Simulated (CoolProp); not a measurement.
Saturated liquid density (kg/m³) of R124: the reference equation beside estimates from Tc = 395.4 K, pc = 3624 kPa, ω = 0.288. Rackett uses Z = 0.29056 − 0.08775 ω.

Model: reference Helmholtz-energy equation of state, de Vries 1995, in CoolProp.

```
T (K)  reference  Rackett  Redlich-Kwong  Soave-Redlich-Kwong  Peng-Robinson
-----  ---------  -------  -------------  -------------------  -------------
308.2       1320     1342           1130                 1191              …
313.5       1300        …           1108                 1169           1327
318.8       1280     1301           1085                 1147           1301
324         1260     1280           1062                 1123           1275
329.3       1238     1257           1038                 1098           1247
334.6       1216     1234           1012                 1072           1217
339.8       1192     1210          986.3                 1045              …
345.1       1168     1184          958.5                 1016           1152
350.4       1141     1157          929.2                984.6           1116
355.7       1113     1129          898.2                951.3           1078
360.9       1084     1099          865.8                916.3           1037
```

**Question.** Complete the blanks.

**Answer.** 
- 308.2, Peng-Robinson: 1351
- 313.5, Rackett: 1322
- 339.8, Peng-Robinson: 1186

Absolute difference from the reference over all 11 rows, mean and median: Rackett 1.5 and 1.5 %, Redlich-Kwong 16.9 and 16.8 %, Soave-Redlich-Kwong 12.1 and 11.8 %, Peng-Robinson 1.8 and 1.6 %.
